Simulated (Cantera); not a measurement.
# Stirred combustor or abatement burner

A perfectly stirred reactor is fed with CO : H₂ : O₂ : N₂ = 1 : 0.07 : 0.486 : 4.33 (molar parts), equivalence ratio 1.1, at 2.30 bar; it is adiabatic with a 600 K inlet, and is followed from long to short residence time, starting on the burning branch (τ in s: 0.031, 0.016, 0.0081, 0.0041, 0.0021, 0.0011, 0.00055, 0.00028, 0.00014, 7.4e-05, 3.8e-05, 1.9e-05, 9.8e-06).

Computed with Cantera and GRI-Mech 3.0 (53 species, 325 reactions). The hydrogen kinetics of GRI-Mech 3.0 are dated; newer H2 mechanisms differ, most at raised pressure.

```tsv
τ (s)	T (K)	x CO	x H₂	x O₂	x H	x CO₂
0.031	1866	0.0279	0.000505	0.00482	0.000400	0.156
0.016	1839	0.0311	0.000572	0.00638	0.000577	0.153
0.0081	1804	0.0351	0.000654	0.00829	0.000844	0.148
0.0041	1763	0.0397	0.000748	0.0105	0.00124	0.143
0.0021	1713	0.0450	0.000848	0.0130	0.00178	0.137
0.0011	1655	0.0512	0.000942	0.0159	0.00246	0.130
0.00055	1575	0.0598	0.00102	0.0201	0.00325	0.120
0.00028	1448	0.0758	0.00109	0.0281	0.00332	0.103
0.00014	600	0.170	0.0119	0.0826	<1e-12	<1e-12
7.4e-5	600	0.170	0.0119	0.0826	<1e-12	<1e-12
3.8e-5	600	0.170	0.0119	0.0826	<1e-12	<1e-12
1.9e-5	600	0.170	0.0119	0.0826	<1e-12	<1e-12
9.8e-6	600	0.170	0.0119	0.0826	<1e-12	<1e-12
```
x: mole fraction; the columns are a selection and need not sum to one.
